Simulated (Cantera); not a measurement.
Mixture: H₂ : O₂ : N₂ = 1 : 0.962 : 5.48 (molar parts), at 1.09 atm, adiabatic and at constant pressure. Ignition delay is the time to a rise of 400 K.

Detailed kinetics in Cantera: the H2/O2 subset of GRI-Mech 3.0, which has no nitrogen chemistry. Where the delays flatten at high temperature, the 400 K rule measures the pace of heat release, not the induction time.

Problem. What does this change do: 0.11 parts H2O added?

Solution. 
| quantity | before | after |
|---|---|---|
| delay at 1000 K | 0.421 ms | 0.577 ms |
| delay at 1200 K | 67.3 µs | 68.9 µs |
| delay at 1400 K | 39.9 µs | 40.0 µs |
| delay at 1600 K | 38.8 µs | 38.5 µs |
| delay at 1800 K | 47.3 µs | 46.7 µs |
